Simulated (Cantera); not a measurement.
# Thermodynamics of carbothermic reduction, feed MgO + CH₄ + CO

Charge: 1 mol MgO, 1.3 mol CH₄, 0.011 mol CO, held at 0.133 bar.

These are equilibrium values from Cantera (NASA tables, ideal gas, pure condensed phases), not measurements of a reactor. Candidate condensed phases: C, C₆H₆, C₇H₈, C₈H₁₈, H₂O, Mg, MgCO₃, MgO, Mg(OH)₂; 116 gas species. The tables' values for MgH are old estimates; treat these amounts as uncertain. Kinetics and transport are ignored.

| T (°C) | x H₂ | x CO | x Mg | x H | x C₂H₂ (acetylene) | x CH₄ | n C(graphite) | n MgO(s) |
|---|---|---|---|---|---|---|---|---|
| 975 | 0.994 | 0.00421 | 3.31e-7 | 1.28e-6 | 2.42e-7 | 0.00147 | 1.30 | 1.000 |
| 1175 | 0.993 | 0.00526 | 0.00105 | 2.52e-5 | 4.72e-6 | 0.000439 | 1.30 | 0.997 |
| 1375 | 0.893 | 0.0550 | 0.0510 | 0.000231 | 4.00e-5 | 0.000143 | 1.15 | 0.851 |
| 1575 | 0.563 | 0.219 | 0.216 | 0.00109 | 0.000145 | 2.78e-5 | 0.299 | 0 |
| 1775 | 0.559 | 0.219 | 0.216 | 0.00459 | 0.000587 | 1.56e-5 | 0.294 | 0 |
| 1975 | 0.550 | 0.218 | 0.214 | 0.0149 | 0.00182 | 9.59e-6 | 0.283 | 0 |
| 2175 | 0.528 | 0.215 | 0.212 | 0.0396 | 0.00457 | 6.08e-6 | 0.256 | 0 |
x: gas mole fraction; n: condensed amount in mol.

From 975 °C to 1375 °C the condensed part is C(graphite) + MgO(s). From 1575 °C to 2175 °C the condensed part is C(graphite). The main Mg-bearing gas is Mg throughout.
